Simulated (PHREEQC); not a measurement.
Dissolve 0.012 mol Cu(NO3)2, 0.00094 mol HBF4 and 0.21 mol KCl per kg of water at 20 °C. Closed to the air; pH follows from the charge balance.

All values are PHREEQC results (ion-association model, phreeqc.dat), not measurements.

The pH is 2.90, the ionic strength comes out as 0.244 mol/kgw and the activity of water comes out as 0.992. The specific conductance comes out as 23800 µS/cm and the density is 1.010 g/cm³. The total alkalinity comes out as -3.76 meq/kg.

```json
[
 {"species": "K+", "molality": "0.210", "activity": "0.147", "log γ": "-0.156"},
 {"species": "Cl-", "molality": "0.208", "activity": "0.146", "log γ": "-0.153"},
 {"species": "NO3-", "molality": "0.0240", "activity": "0.0163", "log γ": "-0.168"},
 {"species": "Cu+2", "molality": "0.0104", "activity": "0.00325", "log γ": "-0.507"},
 {"species": "H+", "molality": "0.00160", "activity": "0.00126", "log γ": "-0.102"},
 {"species": "CuCl+", "molality": "0.00142", "activity": "0.000999", "log γ": "-0.152"},
 {"species": "HF", "molality": "0.00140", "activity": "0.00149", "log γ": "0.024"},
 {"species": "F-", "molality": "0.00124", "activity": "0.000856", "log γ": "-0.160"},
 {"species": "H3BO3", "molality": "0.000650", "activity": "0.000688", "log γ": "0.024"},
 {"species": "BF4-", "molality": "0.000208", "activity": "0.000154", "log γ": "-0.130"},
 {"species": "CuCl2", "molality": "7.03e-5", "activity": "7.43e-5", "log γ": "0.024"}
]
```

This is a speciation only: nothing precipitates in the calculation. Real BF4- forms and hydrolyses slowly; the run takes it at equilibrium.
